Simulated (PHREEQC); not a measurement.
0.057 g of hydrous ferric oxide (600 m²/g; 0.2 weak and 0.005 strong sites per Fe, Dzombak-Morel constants, diffuse double layer) in 1 kg of water with 0.001 mol/kgw of an inert sodium salt and 2.2e-05 mol/kgw H3BO3, at 25 °C; the pH is set by adding NaOH or the inert anion's acid. Oxygen alone is held at its pressure in air (log pO2 = -0.68). CO2 from the air is kept out. Nothing may precipitate in this run.

All values are PHREEQC results (ion-association model, wateq4f.dat), not measurements.

| pH | B sorbed (%) | surface charge σ (C/m²) | surface potential ψ (mV) |
|---|---|---|---|
| 4 | 0.0 | 0.118 | 210 |
| 4.38 | 0.0 | 0.086 | 196 |
| 5.12 | 0.0 | 0.045 | 164 |
| 5.5 | 0.0 | 0.031 | 145 |
| 5.88 | 0.0 | 0.021 | 126 |
| 6.62 | 0.0 | 0.009 | 85 |
| 7 | 0.0 | 0.006 | 64 |
| 7.38 | 0.0 | 0.003 | 42 |
| 8.12 | 0.0 | 0.000 | -1 |
| 8.5 | 0.0 | -0.002 | -23 |
| 8.88 | 0.0 | -0.004 | -44 |
| 9.62 | 0.0 | -0.010 | -86 |
| 10 | 0.0 | -0.016 | -107 |
